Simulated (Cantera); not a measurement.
Standard-state values (1 bar) from the NASA 1993 polynomials, evaluated with Cantera. Values are per mole of reaction as written; species without (g) are pure solids or liquids, kept so even where they would boil at 1 bar.

C + 2 PbS(g) ⇌ 2 Pb + CS2(g)

| T (K) | ΔH° (kJ) | ΔS° (J/K) | ΔG° (kJ) | log10 K |
|---|---|---|---|---|
| 1075 | -119.6 | -96.4 | -16.0 | 0.78 |
| 1175 | ? | ? | ? | ? |
| 1275 | ? | ? | ? | ? |
| 1375 | ? | ? | ? | ? |
| 1475 | ? | ? | ? | ? |

**Question.** Complete the blanks.

**Answer.** 
- 1175, ΔH° (kJ): -117.5
- 1175, ΔS° (J/K): -94.6
- 1175, ΔG° (kJ): -6.4
- 1175, log10 K: 0.29
- 1275, ΔH° (kJ): -115.5
- 1275, ΔS° (J/K): -92.9
- 1275, ΔG° (kJ): 2.9
- 1275, log10 K: -0.12
- 1375, ΔH° (kJ): -113.6
- 1375, ΔS° (J/K): -91.4
- 1375, ΔG° (kJ): 12.2
- 1375, log10 K: -0.46
- 1475, ΔH° (kJ): -111.6
- 1475, ΔS° (J/K): -90.1
- 1475, ΔG° (kJ): 21.2
- 1475, log10 K: -0.75
